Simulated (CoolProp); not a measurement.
Vapour-liquid equilibrium of R125 (1) + ethanol (2) at 28.15 °C; x and y are mole fractions of (1).

Computed with CoolProp (multi-fluid Helmholtz-energy mixture model, Lemmon 2005 and Schroeder 2014; pair parameters Bell 2016).

Q: Give the bubble pressure and the first vapour's composition at x = 0.5, 0.725, 0.8. Is there an azeotrope?

A: x = 0.5: 1015 kPa, y = 0.990; x = 0.725: 1168 kPa, y = 0.992; x = 0.8: 1226 kPa, y = 0.993. No azeotrope shows between x = 0.05 and 0.95.

The pair parameters rest on a limited set of measurements; away from them the model extrapolates. The gap from Raoult's law changes sign with composition, which may be real or a fault of the pair parameters; it wasn't checked against measurements. With so large a gap from Raoult's law the liquid may split in two, which this calculation doesn't test in full.
